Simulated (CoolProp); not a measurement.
A simple Rankine cycle with water: condensing at 307.15 K, boiler at 0.607 MPa, turbine inlet 434.4 K, turbine efficiency 0.8, pump efficiency 0.8, no recuperator. Each further row changes one setting.

Values from CoolProp's reference Helmholtz-energy equation of state, Wagner 2002.

| case | thermal efficiency (%) | net work (kJ/kg) | heat in (kJ/kg) | turbine exit temperature (K) | volume ratio over the turbine |
|---|---|---|---|---|---|
| as stated | 21.1 | 553 | 2620 | 307.1 | 72.2 |
| turbine inlet 454.4 K | (withheld) | 564 | (withheld) | 307.1 | (withheld) |
| condensing temperature 299.15 K | 22.4 | (withheld) | 2650 | 299.2 | 110 |
| boiler pressure 0.425 MPa | 19.7 | 517 | (withheld) | 307.1 | 50.9 |
| turbine efficiency 0.7 | (withheld) | 483 | 2620 | 307.1 | 74.6 |

Q: What belongs in the gaps?

A: 
- turbine inlet 454.4 K, thermal efficiency (%): 21.2
- turbine inlet 454.4 K, heat in (kJ/kg): 2670
- turbine inlet 454.4 K, volume ratio over the turbine: 69.5
- condensing temperature 299.15 K, net work (kJ/kg): 593
- boiler pressure 0.425 MPa, heat in (kJ/kg): 2630
- turbine efficiency 0.7, thermal efficiency (%): 18.5

The expansion ends wet for: as stated; turbine inlet 454.4 K; condensing temperature 299.15 K; boiler pressure 0.425 MPa; turbine efficiency 0.7.
